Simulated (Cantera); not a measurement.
An adiabatic, constant-volume homogeneous reactor starts with CH4 : C2H6 : C3H8 : O2 : N2 = 1 : 0.12 : 1.4 : 6.73 : 25.3 (molar parts), equivalence ratio 1.4, at 1773 K and 1.70 bar.

Computed with Cantera and GRI-Mech 3.0 (53 species, 325 reactions). GRI-Mech 3.0 was tuned for natural gas; its chemistry of propane as a main component is partial and can be far from experiment. Above 3000 K some thermodynamic fits are extrapolated.

Q: Predict: time of steepest temperature rise; temperature at 3.00 s; equilibrium temperature; x(HO2) at 3.00 s; x(H2O) at 3.00 s; x(CO2) at 3.00 s.

A: 
* **time of steepest temperature rise**: 10.1 µs
* **temperature at 3.00 s**: 3101 K
* **equilibrium temperature**: 3101 K
* **x(HO2) at 3.00 s**: 5.13e-6 (gas-phase equilibrium 5.13e-6)
* **x(H2O) at 3.00 s**: 0.120 (gas-phase equilibrium 0.120)
* **x(CO2) at 3.00 s**: 0.0310 (gas-phase equilibrium 0.0310)
